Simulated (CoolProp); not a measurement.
Vapour-liquid equilibrium of R22 (1) + methanol (2) at 33.95 °C; x and y are mole fractions of (1).

The numbers come from the multi-fluid Helmholtz-energy mixture model, Kamei 1995 and de Reuck 1993; pair parameters Bell 2016 in CoolProp.

Problem. Give the bubble pressure and the first vapour's composition at x = 0.55, 0.65, 0.95. Is there an azeotrope?

Solution. x = 0.55: 0.8272 MPa, y = 0.976; x = 0.65: 0.9233 MPa, y = 0.981; x = 0.95: 1.245 MPa, y = 0.996. No azeotrope shows between x = 0.05 and 0.95.

Pair parameters are fitted to limited data, so mixtures are less certain than the pure fluids. The gap from Raoult's law changes sign with composition, which may be real or a fault of the pair parameters; it wasn't checked against measurements.
